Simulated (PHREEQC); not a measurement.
Model water analysis in mmol/kgw, 20 °C, pH 6.16, pe 2.4: Na 0.000603; K 2.94e-05; Ca 0.00171; Mg 0.00113; Cl 0.00127; S(6) 0.00125; Alkalinity (meq/kgw) 0.00268; Si 6.13e-05; Ba 6.5e-06.

Valence states are taken as typed.

The numbers come from PHREEQC with the ion-association model, wateq4f.dat.

Each row changes one thing in this solution. No solid was allowed to form.

| case | ionic strength (mol/kgw) | CO2 (mol/kgw) | HCO3- (mol/kgw) | CaSO4 (mol/kgw) | MgSO4 (mol/kgw) | CO3-2 (mol/kgw) | SI of Quartz (SiO2) |
|---|---|---|---|---|---|---|---|
| as made | 1.12e-5 | 5.59e-6 | 3.36e-6 | 3.94e-10 | 2.81e-10 | 2.07e-10 | -3.16 |
| Cl from 0.00127 to 0.00254 mmol/kgw | 1.18e-5 | 5.58e-6 | 3.36e-6 | 3.94e-10 | 2.81e-10 | 2.07e-10 | -3.16 |
| pH from 6.16 to 5.5 at the same alkalinity | 1.37e-5 | 4.44e-5 | 5.85e-6 | 3.93e-10 | 2.80e-10 | 7.90e-11 | -3.16 |
| all concentrations times 3 at the same typed pH | 3.21e-5 | 1.45e-5 | 8.73e-6 | 3.46e-9 | 2.47e-9 | 5.42e-10 | -2.68 |
| pH from 6.16 to 6.46 at the same alkalinity | 1.08e-5 | 2.50e-6 | 3.01e-6 | 3.94e-10 | 2.82e-10 | 3.70e-10 | -3.16 |
